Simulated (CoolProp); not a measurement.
Values from CoolProp's reference Helmholtz-energy equation of state, Colonna 2008. It is a short technical equation, of lower accuracy than the large ones.

Task: For dodecamethylcyclohexasiloxane (D6), give the phase and the cp (kJ/(kg K)) at 588.8 K and 0.0136 MPa.

Result: 
- 588.8 K and 0.0136 MPa: gas; cp 1.91
